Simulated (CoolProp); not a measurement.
Vapour-liquid equilibrium of n-butane (1) + cyclohexane (2) at 30.55 °C; x and y are mole fractions of (1).

Model: multi-fluid Helmholtz-energy mixture model, Bücker 2006 and Zhou 2014; pair parameters Bell 2016, in CoolProp.

```json
[
 {"x": "0.05", "bubble pressure (kPa)": "…", "y at the bubble point": "…", "dew pressure at overall composition x (kPa)": "17.44", "liquid density (mol/L)": "9.182"},
 {"x": "0.2", "bubble pressure (kPa)": "62.65", "y at the bubble point": "0.786", "dew pressure at overall composition x (kPa)": "20.41", "liquid density (mol/L)": "9.322"},
 {"x": "0.35", "bubble pressure (kPa)": "105.1", "y at the bubble point": "0.897", "dew pressure at overall composition x (kPa)": "24.63", "liquid density (mol/L)": "9.448"},
 {"x": "0.5", "bubble pressure (kPa)": "149.1", "y at the bubble point": "0.944", "dew pressure at overall composition x (kPa)": "31.06", "liquid density (mol/L)": "9.559"},
 {"x": "0.65", "bubble pressure (kPa)": "191.7", "y at the bubble point": "0.969", "dew pressure at overall composition x (kPa)": "…", "liquid density (mol/L)": "9.649"},
 {"x": "0.8", "bubble pressure (kPa)": "232.6", "y at the bubble point": "0.984", "dew pressure at overall composition x (kPa)": "65.94", "liquid density (mol/L)": "…"},
 {"x": "0.95", "bubble pressure (kPa)": "…", "y at the bubble point": "…", "dew pressure at overall composition x (kPa)": "…", "liquid density (mol/L)": "9.743"}
]
```

Q: Fill in the missing entries.

A: 
- 0.05, bubble pressure (kPa): 26.45
- 0.05, y at the bubble point: 0.400
- 0.65, dew pressure at overall composition x (kPa): 42.14
- 0.8, liquid density (mol/L): 9.713
- 0.95, bubble pressure (kPa): 273.7
- 0.95, y at the bubble point: 0.996
- 0.95, dew pressure at overall composition x (kPa): 158.0

No azeotrope shows between x = 0.05 and 0.95.

Pair parameters are fitted to limited data, so mixtures are less certain than the pure fluids.
